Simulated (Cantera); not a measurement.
A closed system holds: 1 mol CF₄, 0.51 mol CH₄, equilibrated at 3000 °C and 1.90 Pa.

Equilibrium computed with Cantera from the NASA thermochemical tables; the gas is ideal and each condensed phase is pure. Candidate condensed phases: C, C₆H₆, C₇H₈, C₈H₁₈; 95 gas species. Equilibrium is a limit: real reactors are often held back by kinetics, nucleation or transport.

Problem. What is the equilibrium state?

Solution. 
- x(F): 0.529
- x(H): 0.269
- x(C): 0.198
- x(HF): 0.00239
- x(C₂): 0.00118
- x(CF): 0.000704
- x(C₃): 7.58e-5
- x(H₂): 1.18e-5
- gas amount: 7.517 mol
- log10 activity of C(graphite) (absent): -2.16
